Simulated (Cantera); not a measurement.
A perfectly stirred reactor is fed with 5.70 % CH4, 15.6 % O2, 70.1 % N2, 8.55 % CO2, equivalence ratio 0.73, at 2.50 bar; it is adiabatic with a 748 K inlet, and is followed from long to short residence time, starting on the burning branch (τ in s: 0.18, 0.08, 0.037, 0.017, 0.0077, 0.0035, 0.0016, 0.00074, 0.00034, 0.00015, 7e-05, 3.2e-05).

Model: GRI-Mech 3.0 (53 species, 325 reactions), integrated in Cantera.

**Question.** Predict: blow-out, bracketed by the residence times tried; x(CH4) at τ = 0.180 s; x(O2) at τ = 0.180 s; x(CO2) at τ = 0.180 s; x(HCN) at τ = 0.180 s; x(H) at τ = 0.180 s; x(CH4) at τ = 1.60 ms; x(O2) at τ = 1.60 ms; x(CO2) at τ = 1.60 ms; x(HCN) at τ = 1.60 ms; x(H) at τ = 1.60 ms.

**Answer.** 
```
Item                                                                           Result
------------------------------------------------  -----------------------------------
blow-out, bracketed by the residence times tried  burning at 0.150 ms, out at 70.0 µs
x(CH4) at τ = 0.180 s                                                         2.97e-6
x(O2) at τ = 0.180 s                                                           0.0421
x(CO2) at τ = 0.180 s                                                           0.142
x(HCN) at τ = 0.180 s                                                         1.57e-8
x(H) at τ = 0.180 s                                                           7.86e-6
x(CH4) at τ = 1.60 ms                                                         8.61e-5
x(O2) at τ = 1.60 ms                                                           0.0447
x(CO2) at τ = 1.60 ms                                                           0.136
x(HCN) at τ = 1.60 ms                                                         7.54e-8
x(H) at τ = 1.60 ms                                                          0.000279
```
